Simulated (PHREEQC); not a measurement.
**Copper plating or etch bath: speciation**

Make-up at 20 °C: 0.1 mol Cu(BF4)2, 0.3 mol H2SO4 and 0.0042 mol Na2SO4 per kg of water. Closed to the air; pH follows from the charge balance.

Computed with PHREEQC (ion-association model, wateq4f.dat).

```yaml
pH: 0.57
ionic_strength: 0.630 mol/kgw
activity_of_water: 0.984
total_alkalinity: -1200 meq/kg
```

| species | molality | activity | log γ |
|---|---|---|---|
| H+ | 0.351 | 0.266 | -0.120 |
| HSO4- | 0.246 | 0.161 | -0.185 |
| BF4- | 0.193 | 0.110 | -0.243 |
| Cu+2 | 0.0783 | 0.0185 | -0.627 |
| SO4-2 | 0.0365 | 0.00690 | -0.723 |
| CuSO4 | 0.0217 | 0.0251 | 0.063 |
| HF | 0.0161 | 0.0186 | 0.063 |

No solid was allowed to form. Real BF4- forms and hydrolyses slowly; the run takes it at equilibrium.
